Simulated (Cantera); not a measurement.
## Equilibrium for carbothermic reduction: PbO + CH4 + CO

A closed system holds: 1 mol PbO, 2.8 mol CH4, 0.057 mol CO, at 2123 K.

These are equilibrium values from Cantera (NASA tables, ideal gas, pure condensed phases), not measurements of a reactor. Candidate condensed phases: C, C6H6, C7H8, C8H18, H2O, Pb, PbO, PbO2, Pb3O4; 113 gas species. Equilibrium is a limit: real reactors are often held back by kinetics, nucleation or transport.

```
P (Pa)    x H2       x H   x CO   x Pb     x CH4  x C2H2 (acetylene)  n C(graphite)
-------  -----  --------  -----  -----  --------  ------------------  -------------
10       0.509     0.256  0.120  0.114   8.09e-9            0.000843           1.78
52       0.623     0.124  0.129  0.122   6.30e-8             0.00103           1.78
270      0.681    0.0570  0.134  0.127   3.91e-7             0.00113           1.78
1400     0.708    0.0255  0.136  0.129   2.19e-6             0.00117           1.78
7200     0.720    0.0113  0.137  0.130   1.17e-5             0.00119           1.78
37000    0.726   0.00502  0.138  0.130   6.09e-5             0.00120           1.78
190000   0.728   0.00222  0.138  0.130  0.000315             0.00121           1.78
1000000  0.728  0.000968  0.138  0.130   0.00165             0.00120           1.77
```
x: gas mole fraction; n: condensed amount in mol.

From 10.0 Pa to 1000000 Pa the condensed part is C(graphite). The main Pb-bearing gas is Pb throughout.
